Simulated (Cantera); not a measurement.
**Equilibrium for carbon deposition, reforming and gasification: C2H4 + CO2**

Input: 1 mol C2H4, 0.046 mol CO2, equilibrated at 1048 K and 1.00 Torr.

Method: chemical equilibrium by Gibbs-energy minimisation in Cantera with the NASA 1993 tables (ideal gas, pure condensed phases). Candidate condensed phases: C, C6H6, C7H8, C8H18, H2O; 110 gas species. Equilibrium is a limit: real reactors are often held back by kinetics, nucleation or transport.

The x(H2) comes out as 0.956. The x(CO) is 0.0440, the x(CH4) is 7.11e-5 and the x(H2O) comes out as 1.05e-5. The n(C(graphite)) is 1.95 mol. The gas amount is 2.092 mol.
